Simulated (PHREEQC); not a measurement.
Consider water at 20 °C with 0.016 mol Fe2(SO4)3, 0.037 mol LiCl and 0.055 mol LiNO3 per kg of water. Closed to the air; pH follows from the charge balance.

Equilibrium calculation in PHREEQC: ion-association model, phreeqc.dat.

No solid was allowed to form.

### Question
Predict the pH, ionic strength.

### Answer
pH 2.60; ionic strength 0.167 mol/kgw.

### Question
In which forms is S present?

### Answer
FeSO4+ 45 %, SO4-2 36 %, Fe(SO4)2- 10 %, LiSO4- 4.5 %, HSO4- 3.3 %, FeHSO4+2 0.7 % of the S.

The solution is supersaturated, for example in Hematite (slow to form), Goethite (slow to form), so a real one may precipitate; this is no full list. Complexes and solids missing from the database can't appear.
